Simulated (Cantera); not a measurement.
Charge: 1 mol Si, 0.028 mol H2O, 20 mol H2, equilibrated at 1948 K and 2.00 bar.

Equilibrium computed with Cantera from the NASA thermochemical tables; the gas is ideal and each condensed phase is pure. Candidate condensed phases: H2O, Si, SiO2; 18 gas species. Gases not in the tables: Si2H6 and higher silanes. Kinetics and transport are ignored.

Base state: H2 0.998, SiO 0.00139, H 0.000798, SiH2 7.82e-5, SiH 1.26e-5, Si 1.16e-5 (mole fractions); condensed: Si(l).

### Question
What changes in the equilibrium state with this change: pressure from 2.00 bar to 0.100 bar?

### Answer
```json
[
 {"species": "H2", "before": "0.998", "after": "0.995"},
 {"species": "H", "before": "0.000798", "after": "0.00356"},
 {"species": "SiO", "before": "0.00139", "after": "0.00139"},
 {"species": "Si", "before": "1.16e-5", "after": "0.000232"},
 {"species": "SiH", "before": "1.26e-5", "after": "5.63e-5"},
 {"species": "SiH2", "before": "7.82e-5", "after": "7.79e-5"},
 {"species": "Si(l), mol", "before": "0.970", "after": "0.965"}
]
```
